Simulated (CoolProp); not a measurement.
Methane along the isobar 25300 kPa: Z from the reference equation and from simpler models built on Tc = 190.6 K, pc = 4599 kPa, ω = 0.011; each cubic takes its own stable root.

Model: reference Helmholtz-energy equation of state, Setzmann 1991, in CoolProp.

```csv
T (K),phase,reference,van der Waals,Redlich-Kwong,Peng-Robinson
109.2,liquid,1.005,1.423,0.9923,0.8931
128.9,liquid,0.8982,1.253,0.8896,0.7981
148.6,liquid,0.8266,1.134,0.8237,0.7375
168.4,liquid,0.7796,1.048,0.7840,0.7018
188.1,liquid,0.7526,0.9868,0.7649,0.6866
207.8,supercritical,0.7430,0.9441,0.7630,0.6893
227.5,supercritical,0.7496,0.9161,0.7755,0.7079
247.2,supercritical,0.7709,0.9002,0.7992,0.7389
267,supercritical,0.8032,0.8943,0.8298,0.7773
286.7,supercritical,0.8405,0.8964,0.8623,0.8172
306.4,supercritical,0.8778,0.9044,0.8936,0.8548
326.1,supercritical,0.9117,0.9162,0.9216,0.8882
345.8,supercritical,0.9411,0.9299,0.9458,0.9170
365.6,supercritical,0.9660,0.9441,0.9663,0.9415
385.3,supercritical,0.9867,0.9579,0.9834,0.9620
```
